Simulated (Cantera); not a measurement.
A perfectly stirred reactor is fed with C₂H₆ : N₂ : H₂O = 1 : 1.3 : 0.0042 (molar parts), at 38.0 Pa; it is held at 1950 K, and followed from long to short residence time.

Detailed kinetics in Cantera: GRI-Mech 3.0 (53 species, 325 reactions). GRI-Mech 3.0 stops at C3 and has no aromatics, soot or wall deposition, so with more carbon than oxygen in the feed, carbon stays in small species such as C2H2 where larger ones or solid carbon would form. Radical loss at walls, strong at low pressure, is not modelled.

Q: Predict: x(C₂H₆) at τ = 10.0 s; x(H) at τ = 10.0 s; x(C₂H₂) at τ = 10.0 s; x(CH₃) at τ = 10.0 s; x(C₂H₄) at τ = 10.0 s; x(C₂H₆) at τ = 0.290 s; x(H) at τ = 0.290 s; x(C₂H₂) at τ = 0.290 s; x(CH₃) at τ = 0.290 s; x(C₂H₄) at τ = 0.290 s.

A: 
```json
{
 "x(C₂H₆) at τ = 10.0 s": "2.88e-5",
 "x(H) at τ = 10.0 s": "0.00552",
 "x(C₂H₂) at τ = 10.0 s": "0.226",
 "x(CH₃) at τ = 10.0 s": "0.00294",
 "x(C₂H₄) at τ = 10.0 s": "0.000227",
 "x(C₂H₆) at τ = 0.290 s": "0.000961",
 "x(H) at τ = 0.290 s": "0.00656",
 "x(C₂H₂) at τ = 0.290 s": "0.203",
 "x(CH₃) at τ = 0.290 s": "0.0200",
 "x(C₂H₄) at τ = 0.290 s": "0.00556"
}
```
